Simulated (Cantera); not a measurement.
A closed system holds: 1 mol C6H6, 0.24 mol CO2, 0.43 mol H2, 0.55 mol NH3, held at 775 K and 35.0 bar.

Cantera equilibrium calculation (NASA polynomials, part measured and part estimated; ideal gas, pure solids and liquids). Candidate condensed phases: C, C6H6, C7H8, C8H18, H2O; 136 gas species. The ideal-gas law is rough above about 30 bar. The numbers say what is thermodynamically allowed, not how fast it happens.

Base state: CH4 0.641, H2O 0.155, N2 0.0985, H2 0.0946, CO2 0.00856, NH3 0.00124, CO 0.00104, C2H6 6.14e-5 (mole fractions); condensed: C(graphite).

Problem. What changes in the equilibrium state with this change: temperature from 775 K to 2248.15 K?

Solution. 
| species | before | after |
|---|---|---|
| H2 | 0.0946 | 0.834 |
| CO | 0.00104 | 0.0962 |
| N2 | 0.0985 | 0.0512 |
| CH4 | 0.641 | 0.00579 |
| H2O | 0.155 | 0.000137 |
| C2H2 (acetylene) | <1e-9 | 0.00277 |
| HCN | 4.73e-9 | 0.00726 |
| H | <1e-9 | 0.00114 |
| HNC | <1e-9 | 0.000615 |
| C(graphite), mol | 4.43 | 5.66 |
